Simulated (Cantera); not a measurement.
A Cantera script and what it prints.

```python
import numpy as np
import cantera as ct

gas_names = """
    H H2 H2S S SH S2 S8
""".split()
cond_names = """
    S(cr1) S(cr2) S(L)
""".split()


# ... load() reads the species with a 1 bar reference pressure and builds the phases ...
atoms = {
    'S': {'S': 1},
    'H2': {'H': 2},
}
top_T = {}  # K; cautious upper limits of use, not melting points


# ... equilibrate(T, P, feed) seeds the gas with the atoms and calls Mixture.equilibrate('TP', solver="vcs", rtol=1e-11, max_steps=5000) ...
results = []
feed = {'S': 1, 'H2': 1.3}  # mol
P = 870000  # Pa
for T in [2248, 2298, 2348, 2398, 2448, 2498, 2548, 2598, 2648, 2698, 2748, 2798, 2848]:
    mix = equilibrate(T, P, feed)
    results.append((T, P, feed, dict(zip(mix.species_names, mix.species_moles))))

top = {s: max(r[3][s] / sum(r[3][g] for g in gas_names) for r in results) for s in gas_names}
cols = sorted((s for s in top if top[s] > 0.001), key=lambda s: -top[s])[:6]
seen = [c for c in cond_names if any(r[3].get(c, 0) > 1e-12 for r in results)]
print("log10 of partial pressures in bar; condensed amounts in mol")
print(f"{'T/K':>10s}" + "".join(f"{s[:9]:>10s}" for s in cols + seen))
for T, P, feed, n in results:
    ng = sum(n[g] for g in gas_names)
    print(f"{T:10.4g}" + "".join(f"{np.log10(max(n[s] / ng * P / 1e5, 1e-99)):10.3f}" for s in cols)
          + "".join(f"{n.get(c, 0):10.4g}" for c in seen))
```

Output:

```
log10 of partial pressures in bar; condensed amounts in mol
       T/K        H2       H2S        S2        SH         H         S
      2248     0.686     0.290     0.187    -0.497    -1.791    -1.776
      2298     0.693     0.256     0.197    -0.452    -1.672    -1.661
      2348     0.698     0.221     0.204    -0.410    -1.559    -1.552
      2398     0.703     0.187     0.210    -0.370    -1.451    -1.448
      2448     0.707     0.152     0.214    -0.334    -1.348    -1.348
      2498     0.710     0.118     0.217    -0.299    -1.249    -1.254
      2548     0.712     0.084     0.219    -0.267    -1.154    -1.163
      2598     0.714     0.051     0.219    -0.237    -1.063    -1.077
      2648     0.715     0.017     0.218    -0.209    -0.975    -0.994
      2698     0.715    -0.017     0.216    -0.184    -0.891    -0.915
      2748     0.715    -0.050     0.213    -0.159    -0.811    -0.840
      2798     0.714    -0.084     0.209    -0.137    -0.733    -0.767
      2848     0.712    -0.118     0.204    -0.117    -0.659    -0.698
```

Method: chemical equilibrium by Gibbs-energy minimisation in Cantera with the NASA 1993 tables (ideal gas, pure condensed phases).
